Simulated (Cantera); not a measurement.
A closed system holds: 1 mol CCl4, 1.5 mol Si, 8 mol H2, 0.22 mol CH4, at 1.00 Torr.

Equilibrium computed with Cantera from the NASA thermochemical tables; the gas is ideal and each condensed phase is pure. Candidate condensed phases: C, C6H6, C7H8, C8H18, Si, SiC; 109 gas species. The tables' values for SiCl are old estimates; treat these amounts as uncertain. Gases not in the tables: Si2H6 and higher silanes. Rates play no part.

Task: At 2150 °C, list the 4 most abundant gas species with their mole fractions, and the condensed phases.

Result: H2 0.349, H 0.287, HCl 0.164, Cl 0.0961. Condensed: C(graphite).
